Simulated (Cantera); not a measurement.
An isothermal, constant-pressure homogeneous reactor starts with NH3 : H2 = 1 : 2 (molar parts), at 1500 K and 0.0947 atm. Integrator tolerance rtol = 1e-08.

Model: the gas-phase N/H chemistry of the illustrative SiF4/NH3 mechanism in the Surface Chemkin manual (1991), integrated in Cantera. Walls and surfaces, which speed up NH3 decomposition in real reactors, are not modelled.

Question: What does this change do: pressure from 0.0947 atm to 0.868 atm?

Answer: 
```tsv
quantity	before	after
x(NH3) at 100 s	0.248 (gas-phase equilibrium 1.70e-6)	0.196 (gas-phase equilibrium 1.55e-5)
x(H2) at 100 s	0.720 (gas-phase equilibrium 0.875)	0.752 (gas-phase equilibrium 0.875)
x(N2H4) at 100 s	5.11e-9 (gas-phase equilibrium <1e-12)	7.25e-9 (gas-phase equilibrium <1e-12)
x(N2) at 100 s	0.0320 (gas-phase equilibrium 0.125)	0.0514 (gas-phase equilibrium 0.125)
x(H) at 100 s	2.88e-5 (gas-phase equilibrium 5.35e-5)	1.49e-5 (gas-phase equilibrium 1.77e-5)
```
